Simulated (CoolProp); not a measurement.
Values from CoolProp's reference Helmholtz-energy equation of state, Lemmon 2016.

### Question
For R115, give the phase and the cv (kJ/(kg K)), Joule-Thomson coefficient (K/MPa), isothermal compressibility (1/MPa) at -32.45 °C and 4.47 MPa; -32.45 °C and 8.94 MPa; -32.45 °C and 22.4 MPa.

### Answer
- -32.45 °C and 4.47 MPa: liquid; cv 0.638, Joule-Thomson coefficient -0.330, isothermal compressibility 0.00250
- -32.45 °C and 8.94 MPa: liquid; cv 0.637, Joule-Thomson coefficient -0.355, isothermal compressibility 0.00222
- -32.45 °C and 22.4 MPa: liquid; cv 0.638, Joule-Thomson coefficient -0.403, isothermal compressibility 0.00168
